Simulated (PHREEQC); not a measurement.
Make-up at 25 °C: 0.088 mol HF and 0.0052 mol NaF per kg of water. Closed to the air; pH follows from the charge balance.

Computed with PHREEQC (ion-association model, phreeqc.dat).

Each row changes one thing in this solution. Precipitation was switched off in this run.

```csv
case,pH,ionic strength (mol/kgw),HF (mol/kgw),F- (mol/kgw),HF2- (mol/kgw)
as made,2.20,0.0121,0.0783,0.00932,0.00280
NaF from 0.0052 to 0.00052 mol/kgw,2.10,0.00925,0.0771,0.00714,0.00211
NaF left out,2.08,0.00896,[?],0.00692,0.00204
temperature from 25 to 70 °C,2.43,0.00927,0.0815,0.00683,0.00244
NaF replaced by NaHSO4 at the same molality,2.00,0.0194,[?],0.00609,0.00183
NaF replaced by Na2B4O7 at the same molality,[?],0.0207,0.00836,0.000706,2.27e-5
```

Problem. Some entries are withheld; supply them.

Solution. 
- NaF left out, HF (mol/kgw): 0.0770
- NaF replaced by NaHSO4 at the same molality, HF (mol/kgw): 0.0782
- NaF replaced by Na2B4O7 at the same molality, pH: 2.04

Away from 25 °C the constants follow the database's enthalpies or fits; those with neither stay at their 25 °C values.
